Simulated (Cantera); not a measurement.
Input: 1 mol n-butane, 2.7 mol CO2, 1.4 mol N2, equilibrated at 300 °C and 13.3 mbar.

These are equilibrium values from Cantera (NASA tables, ideal gas, pure condensed phases), not measurements of a reactor. Candidate condensed phases: C, C6H6, C7H8, C8H18, H2O; 136 gas species. The numbers say what is thermodynamically allowed, not how fast it happens.

What is the equilibrium state?


* **x(H2O)**: 0.362
* **x(N2)**: 0.194
* **x(CO2)**: 0.191
* **x(H2)**: 0.171
* **x(CH4)**: 0.0796
* **x(CO)**: 0.00221
* **x(NH3)**: 2.78e-5
* **n(C(graphite))**: 4.73 mol
* **gas amount**: 7.224 mol
